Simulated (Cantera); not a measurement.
Transport properties of process gases

Gas mixture: 100 % N2O, at 0.0267 bar, frozen composition.

Cantera's kinetic-theory transport with the Lennard-Jones parameters of GRI-Mech 3.0, ideal gas; thermal conductivity in the mixture-averaged form. The composition is frozen, though it would react at the higher temperatures.

```
T (K)  ρ (kg/m³)  cp (J/kg/K)  μ (µPa s)  λ (mW/m/K)     Pr  D (cm²/s) CO2  D (cm²/s) NO  D (cm²/s) OH
-----  ---------  -----------  ---------  ----------  -----  -------------  ------------  ------------
400       0.0353        970.3       19.5        25.5  0.741           7.30          9.82          15.6
500       0.0282         1043       23.6        33.2  0.740           11.0          14.6          23.1
600       0.0235         1101       27.3        40.7  0.739           15.4          20.0          31.6
700       0.0202         1150       30.8        47.9  0.739           20.3          26.1          41.2
800       0.0176         1192       34.0        54.9  0.739           25.6          32.8          51.7
900       0.0157         1227       37.1        61.5  0.740           31.5          40.0          63.1
1000      0.0141         1255       40.0        68.0  0.739           37.8          47.8          75.3
1100      0.0128         1275       42.8        74.1  0.736           44.5          56.1          88.3
1200      0.0118         1294       45.5        80.1  0.735           51.7          65.0           102
```
D: mixture-averaged diffusion coefficient of that species in the mixture.
